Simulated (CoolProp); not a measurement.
100 sccm (0 °C, 1 atm) of nitrogen bubbles through liquid ethanol at 274.8 K and leaves saturated at a total pressure of 0.0108 MPa (ideal gas phase). Each further row changes one setting.

Computed with CoolProp (reference Helmholtz-energy equation of state, Schroeder 2014).

| case | vapour pressure (kPa) | mole fraction of vapour | delivery (mg/min) | delivery (sccm) | change of delivery for a bath 1 K warmer (%) |
|---|---|---|---|---|---|
| as stated | 1.80 | (withheld) | 41.0 | 20.0 | (withheld) |
| bath temperature 279.8 K | (withheld) | (withheld) | (withheld) | (withheld) | 9.2 |
| total pressure 0.0216 MPa | 1.80 | 0.0832 | 18.7 | (withheld) | (withheld) |

Fill in the missing entries.


- as stated, mole fraction of vapour: 0.166
- as stated, change of delivery for a bath 1 K warmer (%): 8.7
- bath temperature 279.8 K, vapour pressure (kPa): 2.53
- bath temperature 279.8 K, mole fraction of vapour: 0.234
- bath temperature 279.8 K, delivery (mg/min): 62.7
- bath temperature 279.8 K, delivery (sccm): 30.5
- total pressure 0.0216 MPa, delivery (sccm): 9.08
- total pressure 0.0216 MPa, change of delivery for a bath 1 K warmer (%): 7.9
